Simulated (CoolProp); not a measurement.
A simple Rankine cycle with water: condensing at 315.15 K, boiler at 2.75 MPa, turbine inlet 652.2 K, turbine efficiency 0.65, pump efficiency 0.6, no recuperator. Each further row changes one setting.

Computed with CoolProp (reference Helmholtz-energy equation of state, Wagner 2002).

```json
[
 {"case": "as stated", "thermal efficiency (%)": "22.1", "net work (kJ/kg)": "663", "heat in (kJ/kg)": "3010", "turbine exit temperature (K)": "315.1", "volume ratio over the turbine": "164"},
 {"case": "turbine inlet 672.2 K", "thermal efficiency (%)": "22.2", "net work (kJ/kg)": "___", "heat in (kJ/kg)": "3050", "turbine exit temperature (K)": "315.1", "volume ratio over the turbine": "___"},
 {"case": "condensing temperature 307.15 K", "thermal efficiency (%)": "22.9", "net work (kJ/kg)": "696", "heat in (kJ/kg)": "___", "turbine exit temperature (K)": "307.1", "volume ratio over the turbine": "245"},
 {"case": "boiler pressure 1.92 MPa", "thermal efficiency (%)": "___", "net work (kJ/kg)": "637", "heat in (kJ/kg)": "___", "turbine exit temperature (K)": "315.1", "volume ratio over the turbine": "115"},
 {"case": "turbine efficiency 0.55", "thermal efficiency (%)": "___", "net work (kJ/kg)": "561", "heat in (kJ/kg)": "3010", "turbine exit temperature (K)": "___", "volume ratio over the turbine": "___"}
]
```

Task: Complete the blanks.

Result: 
- turbine inlet 672.2 K, net work (kJ/kg): 679
- turbine inlet 672.2 K, volume ratio over the turbine: 161
- condensing temperature 307.15 K, heat in (kJ/kg): 3040
- boiler pressure 1.92 MPa, thermal efficiency (%): 21.1
- boiler pressure 1.92 MPa, heat in (kJ/kg): 3020
- turbine efficiency 0.55, thermal efficiency (%): 18.6
- turbine efficiency 0.55, turbine exit temperature (K): 339.2
- turbine efficiency 0.55, volume ratio over the turbine: 181

The expansion ends wet for: as stated; turbine inlet 672.2 K; condensing temperature 307.15 K; boiler pressure 1.92 MPa.
